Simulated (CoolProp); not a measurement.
Vapour-liquid equilibrium of propane (1) + R227EA (2) at 0.477 MPa; x and y are mole fractions of (1).

Values from CoolProp's multi-fluid Helmholtz-energy mixture model, Lemmon 2009 and Lemmon 2016; pair parameters Bell 2016.

```
x     bubble temperature, mixture model (K)  bubble temperature, Raoult's law (K)  y, mixture model  y, Raoult's law
----  -------------------------------------  ------------------------------------  ----------------  ---------------
0.05                                  293.5                                 298.0             0.192            0.099
0.15                                  284.4                                 294.6             0.437            0.273
0.25                                  278.9                                 291.5             0.566            0.420
0.35                                  275.7                                 288.6             0.639            0.543
0.45                                  273.8                                 285.8             0.684            0.647
0.55                                  272.7                                 283.2             0.717            0.736
0.65                                  272.0                                 280.8             0.747            0.811
0.75                                  271.5                                 278.5             0.783            0.876
0.85                                  271.4                                 276.3             0.836            0.931
0.95                                  272.3                                 274.3             0.927            0.979
```

The largest gap from Raoult's law is -12.9 K in bubble temperature, at x = 0.35. y crosses x between x = 0.75 and 0.85: the model has an azeotrope there.

Pair parameters are fitted to limited data, so mixtures are less certain than the pure fluids.
